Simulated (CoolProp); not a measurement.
Saturation properties of C2F6 (R116) (Tc = 293.0 K, pc = 3.048 MPa, ω = 0.257).

Computed with CoolProp (reference Helmholtz-energy equation of state, Lemmon 2006). It is a short technical equation, of lower accuracy than the large ones.

```
T (K)  p (MPa)  vapour density (kg/m³)
-----  -------  ----------------------
230.4   0.4887                   40.77
233.6   0.5491                   45.81
236.9   0.6171                   51.54
240.1   0.6888                   57.66
243.3   0.7666                   64.41
246.5   0.8506                   71.84
249.7   0.9413                   80.05
252.9    1.039                   89.11
256.1    1.144                   99.15
259.3    1.257                   110.3
262.5    1.378                   122.8
265.7    1.507                   136.8
268.9    1.645                   152.5
272.1    1.793                   170.6
275.3    1.951                   191.4
```

It boils at 195.1 K under 1 atm.
